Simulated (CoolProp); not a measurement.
The fluid at 293.15 K and 15.5 MPa is throttled through a valve to 2.59 MPa with no heat exchange. The same conditions are run with several fluids, on thermodynamics alone (safety and materials aside).

Model: reference Helmholtz-energy equation of state of each fluid (n-undecane: Aleksandrov 2011; R404A: Lemmon 2003; R114: Platzer 1990; R236FA: Pan 2012; benzene: Thol 2012), in CoolProp. The equations of Platzer and Polt are older, rougher fits. Blends and air are pseudo-pure fits.

```json
[
 {"fluid": "n-undecane", "temperature change (K)": "+5.6", "final density (kg/m³)": "738"},
 {"fluid": "R404A", "temperature change (K)": "+0.6", "final density (kg/m³)": "1080"},
 {"fluid": "R114", "temperature change (K)": "+4.2", "final density (kg/m³)": "1470"},
 {"fluid": "R236FA", "temperature change (K)": "[?]", "final density (kg/m³)": "[?]"},
 {"fluid": "benzene", "temperature change (K)": "+5.6", "final density (kg/m³)": "[?]"}
]
```

Problem. Complete the blanks.

Solution. 
- R236FA, temperature change (K): +2.9
- R236FA, final density (kg/m³): 1380
- benzene, final density (kg/m³): 875
